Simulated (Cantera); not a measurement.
A Cantera script and what it prints.

```python
import numpy as np
import cantera as ct

gas_names = """
    NO2 N2O CO2 NO CO
""".split()
cond_names = """
    C(gr)
""".split()


# ... load() reads the species with a 1 bar reference pressure and builds the phases ...
species = {s.name: s for s in load("nasa_gas.yaml", gas_names) + load("nasa_condensed.yaml", cond_names)}
# Each term lists the table entries of one substance; the one whose range holds T is used.
reactions = {
    '4 NO2(g) + 3 C = 2 N2O(g) + 3 CO2(g)':
        [(-4, ['NO2']), (-3, ['C(gr)']), (2, ['N2O']), (3, ['CO2'])],
    'C + 2 NO(g) = CO(g) + N2O(g)':
        [(-1, ['C(gr)']), (-2, ['NO']), (1, ['CO']), (1, ['N2O'])],
}


def pick(names, T):
    return next(species[n] for n in names if species[n].thermo.min_temp <= T <= species[n].thermo.max_temp)


results = []
for label, terms in reactions.items():
    print(label)
    print("     T/K   dH/kJ  dS/(J/K)   dG/kJ   log10 K")
    for T in [1875, 1925, 1975, 2025, 2075, 2125, 2175, 2225, 2275, 2325, 2375]:
        used = [(nu, pick(names, T)) for nu, names in terms]
        dH = sum(nu * s.thermo.h(T) for nu, s in used) / 1e6
        dS = sum(nu * s.thermo.s(T) for nu, s in used) / 1e3
        dG = dH - T * dS / 1e3
        logK = -dG * 1e6 / (ct.gas_constant * T * np.log(10))
        results.append((label, T, dH, dS, dG, logK, [s.name for _, s in used]))
        print(f"{T:8g} {dH:8.1f} {dS:8.1f} {dG:8.1f} {logK:8.2f}")
```

It prints:

```
4 NO2(g) + 3 C = 2 N2O(g) + 3 CO2(g)
     T/K   dH/kJ  dS/(J/K)   dG/kJ   log10 K
    1875  -1155.0    107.7  -1357.0    37.80
    1925  -1155.2    107.6  -1362.4    36.97
    1975  -1155.5    107.5  -1367.8    36.17
    2025  -1155.7    107.4  -1373.1    35.42
    2075  -1155.9    107.3  -1378.5    34.70
    2125  -1156.2    107.1  -1383.9    34.02
    2175  -1156.5    107.0  -1389.2    33.36
    2225  -1156.7    106.9  -1394.6    32.74
    2275  -1157.0    106.8  -1399.9    32.14
    2325  -1157.3    106.6  -1405.2    31.57
    2375  -1157.6    106.5  -1410.6    31.02
C + 2 NO(g) = CO(g) + N2O(g)
     T/K   dH/kJ  dS/(J/K)   dG/kJ   log10 K
    1875   -212.8    -10.7   -192.7     5.37
    1925   -212.9    -10.8   -192.2     5.22
    1975   -212.9    -10.8   -191.7     5.07
    2025   -213.0    -10.8   -191.1     4.93
    2075   -213.1    -10.8   -190.6     4.80
    2125   -213.1    -10.9   -190.0     4.67
    2175   -213.2    -10.9   -189.5     4.55
    2225   -213.2    -10.9   -189.0     4.44
    2275   -213.3    -10.9   -188.4     4.33
    2325   -213.3    -11.0   -187.9     4.22
    2375   -213.4    -11.0   -187.3     4.12
```

Cantera with NASA thermochemical tables; ideal gases at 1 bar, condensed phases pure. Condensed species are held in their standard states even where they would react or evaporate.
